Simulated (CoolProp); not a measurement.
Octamethylcyclotetrasiloxane (D4) along the isotherm 346.85 °C: Z from the reference equation and from simpler models built on Tc = 313.4 °C, pc = 1.347 MPa, ω = 0.598; each cubic takes its own stable root.

Computed with CoolProp (reference Helmholtz-energy equation of state, Thol 2015).

```
p (MPa)          phase  reference  van der Waals  Redlich-Kwong  Soave-Redlich-Kwong  Peng-Robinson
-------  -------------  ---------  -------------  -------------  -------------------  -------------
1.68     supercritical     0.5219         0.4205         0.4612               0.5536         0.5229
3.37     supercritical     0.4011         0.5152         0.4359               0.4663         0.4250
5.05     supercritical     0.5354         0.7010         0.5726               0.5958         0.5395
6.74     supercritical     0.6733         0.8844         0.7088               0.7297         0.6592
8.42     supercritical     0.8082          1.063         0.8407               0.8604         0.7766
10.1     supercritical     0.9407          1.238         0.9695               0.9883         0.8917
11.8     supercritical      1.072          1.412          1.097                1.115          1.006
13.5     supercritical      1.202          1.584          1.223                1.240          1.119
```
